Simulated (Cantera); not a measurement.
Gas mixture: O₂ : N₂ = 0.27 : 0.39 (molar parts), at 1.01 bar, frozen composition.

Cantera's kinetic-theory transport with the Lennard-Jones parameters of GRI-Mech 3.0, ideal gas; thermal conductivity in the mixture-averaged form.

One state of this run: ρ (kg/m³) = 0.314; cp (J/kg/K) = 1157; μ (µPa s) = 48.3; λ (mW/m/K) = 79.0; Pr = 0.708; D (cm²/s) C₂H₂ = 1.72; D (cm²/s) NH₃ = 2.51; D (cm²/s) NO = 2.01. D: mixture-averaged diffusion coefficient of that species in the mixture.

### Question
Which value of T (K) does it belong to?
(A) 550
(B) 1000
(C) 1150
(D) 400

### Answer
C, 1150
